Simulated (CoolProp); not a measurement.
Vapour-liquid equilibrium of benzene (1) + ethylbenzene (2) at 1620 kPa; x and y are mole fractions of (1).

The numbers come from the multi-fluid Helmholtz-energy mixture model, Thol 2012 and Zhou 2012; pair parameters Bell 2016 in CoolProp.

```csv
x,"bubble temperature, mixture model (°C)","bubble temperature, Raoult's law (°C)","y, mixture model","y, Raoult's law"
0.05,277.2,275.3,0.085,0.128
0.2,264.7,259.4,0.319,0.417
0.35,252.6,246.2,0.517,0.613
0.5,240.9,235.1,0.679,0.751
0.65,229.9,225.5,0.808,0.852
0.8,219.6,217.1,0.906,0.927
0.95,210.4,209.8,0.980,0.984
```

The largest gap from Raoult's law is +6.4 K in bubble temperature, at x = 0.35. No azeotrope shows between x = 0.05 and 0.95.

The pair parameters rest on a limited set of measurements; away from them the model extrapolates.
